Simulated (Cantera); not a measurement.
Input: 1 mol SiCl4, 0.01 mol Cl2, 120 mol H2, held at 0.140 bar.

Cantera equilibrium calculation (NASA polynomials, part measured and part estimated; ideal gas, pure solids and liquids). Candidate condensed phases: Si; 19 gas species. The tables' values for SiCl3 are old estimates; treat these amounts as uncertain. Rates play no part. All values below are at 927 °C.

Base state: H2 0.973, HCl 0.0235, SiCl2 0.00134, SiHCl3 0.000850, SiCl4 0.000755, SiCl3 0.000339, SiH2Cl2 0.000125 (mole fractions); condensed: Si(s).

### Question
What changes in the equilibrium state with this change: SiCl4 replaced by Si3H8?

### Answer
| species | before | after |
|---|---|---|
| H2 | 0.973 | 1.000 |
| HCl | 0.0235 | 0.000161 |
| SiCl2 | 0.00134 | 6.13e-8 |
| SiHCl3 | 0.000850 | <1e-9 |
| SiCl4 | 0.000755 | <1e-9 |
| SiCl3 | 0.000339 | <1e-9 |
| SiH2Cl2 | 0.000125 | 5.90e-9 |
| Si(s), mol | 0.584 | 3.00 |
The feed counts by its element totals alone.
